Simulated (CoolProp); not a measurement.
Ethane along the isotherm 77.55 °C: Z from the reference equation and from simpler models built on Tc = 32.2 °C, pc = 48.72 bar, ω = 0.099; each cubic takes its own stable root.

Values from CoolProp's reference Helmholtz-energy equation of state, Bücker 2006.

```csv
p (bar),phase,reference,van der Waals,Redlich-Kwong
15.2,gas,0.9294,0.9307,___
30.5,gas,0.8524,0.8520,0.8475
45.7,gas,0.7688,0.7607,0.7618
60.9,supercritical,0.6770,0.6496,0.6689
76.1,supercritical,___,0.5296,___
91.4,supercritical,0.5032,0.4900,___
107,supercritical,0.4705,0.5068,0.4980
122,supercritical,0.4724,0.5380,0.5061
137,supercritical,0.4890,0.5746,0.5247
152,supercritical,0.5124,0.6134,0.5483
167,supercritical,0.5390,0.6533,0.5744
183,supercritical,0.5693,0.6964,0.6039
198,supercritical,___,0.7371,0.6323
213,supercritical,0.6288,0.7778,0.6612
228,supercritical,0.6591,0.8185,0.6903
244,supercritical,0.6916,0.8619,___
```

**Question.** Fill in the missing entries.

**Answer.** 
- 15.2, Redlich-Kwong: 0.9268
- 76.1, reference: 0.5813
- 76.1, Redlich-Kwong: 0.5769
- 91.4, Redlich-Kwong: 0.5150
- 198, reference: 0.5988
- 244, Redlich-Kwong: 0.7215
